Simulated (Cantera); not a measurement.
Cantera run, input and output.

```python
import numpy as np
import cantera as ct

gas = ct.Solution("h2o2.yaml")
gas.TPX = 1350, 100000, {'H2': 0.31, 'O2': 1, 'N2': 1.1, 'H2O': 0.0039}
inlet = ct.Reservoir(gas, clone=True)

reactor = ct.IdealGasConstPressureReactor(gas, energy="off", clone=False)
exhaust = ct.Reservoir(gas, clone=True)
tau = [2.1, 0.56, 0.15, 0.039, 0.01, 0.0027, 0.00073, 0.00019][0]
for a, b in ((inlet, reactor), (reactor, exhaust)):
    ct.MassFlowController(a, b, mdot=lambda t: reactor.mass / tau)
net = ct.ReactorNet([reactor])
show = ['H2', 'O2', 'OH', 'H', 'H2O2']

rows = []
print(f"{'tau/s':>10s}{'T/K':>9s}" + "".join(f"{s:>11s}" for s in show))
for tau in [2.1, 0.56, 0.15, 0.039, 0.01, 0.0027, 0.00073, 0.00019]:
    net.initial_time = 0.0
    net.advance(30 * tau)
    before = gas.X
    net.advance(40 * tau)
    drift = np.max(np.abs(gas.X - before) / (gas.X + 1e-9))
    rows.append([gas.T, *gas[show].X, drift])
    print(f"{tau:10.3e}{gas.T:9.1f}" + "".join(f"{x:11.3e}" for x in gas[show].X))
```

Result:

```
     tau/s      T/K         H2         O2         OH          H       H2O2
 2.100e+00   1350.0  1.899e-05  3.740e-01  1.313e-04  1.108e-07  1.148e-07
 5.600e-01   1350.0  4.575e-05  3.740e-01  2.024e-04  4.173e-07  2.238e-07
 1.500e-01   1350.0  1.093e-04  3.740e-01  3.116e-04  1.574e-06  4.173e-07
 3.900e-02   1350.0  2.639e-04  3.739e-01  4.843e-04  6.120e-06  7.590e-07
 1.000e-02   1350.0  6.307e-04  3.738e-01  7.604e-04  2.404e-05  1.348e-06
 2.700e-03   1350.0  1.414e-03  3.736e-01  1.193e-03  8.895e-05  2.274e-06
 7.300e-04   1350.0  3.052e-03  3.731e-01  1.921e-03  3.245e-04  3.678e-06
 1.900e-04   1350.0  6.501e-03  3.723e-01  3.209e-03  1.195e-03  5.691e-06
```

Computed with Cantera and the H2/O2 subset of GRI-Mech 3.0, which has no nitrogen chemistry. The temperature is held fixed by assumption; the heat of reaction is taken as removed at once.
